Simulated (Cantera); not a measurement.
Input: 1 mol SiH₄, 1.5 mol HCl, 1200 mol H₂, equilibrated at 1025 °C and 13300 Pa.

These are equilibrium values from Cantera (NASA tables, ideal gas, pure condensed phases), not measurements of a reactor. Candidate condensed phases: Si; 19 gas species. The numbers say what is thermodynamically allowed, not how fast it happens.

Problem. What is the equilibrium state?

Solution. 
```json
{
  "x(H₂)": "0.999",
  "x(HCl)": "0.00124",
  "x(SiCl₂)": "4.08e-6",
  "x(H)": "2.93e-6",
  "n(Si(s))": "0.994 mol",
  "gas_amount": "1204 mol"
}
```
